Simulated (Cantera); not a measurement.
Charge: 1 mol Si₂H₆, 13 mol NO, 0.12 mol H₂, held at 0.0100 bar.

Equilibrium computed with Cantera from the NASA thermochemical tables; the gas is ideal and each condensed phase is pure. Candidate condensed phases: H₂O, Si, SiO₂, Si₂N₂O, Si₃N₄; 35 gas species. The feed counts by its element totals alone. The tables hold silica as quartz up to 1696 K and as liquid above; real silica turns to tridymite and cristobalite and melts near 1996 K. Rates play no part.

Q: Which condensed phases are stable at each of these points (T (K)): 1150, 1250, 1350, 1450, 1550, 1650, 1750, 1850, 1950?

A: 
| T (K) | condensed phases | Si condensed (%) |
|---|---|---|
| 1150 | SiO₂(β-quartz) | 100.0 |
| 1250 | SiO₂(β-quartz) | 100.0 |
| 1350 | SiO₂(β-quartz) | 100.0 |
| 1450 | SiO₂(β-quartz) | 100.0 |
| 1550 | SiO₂(β-quartz) | 100.0 |
| 1650 | SiO₂(β-quartz) | 100.0 |
| 1750 | SiO₂(condensed) | 100.0 |
| 1850 | SiO₂(condensed) | 100.0 |
| 1950 | SiO₂(condensed) | 100.0 |

From 1150 K to 1650 K the condensed part is SiO₂(β-quartz). From 1750 K to 1950 K the condensed part is SiO₂(condensed).
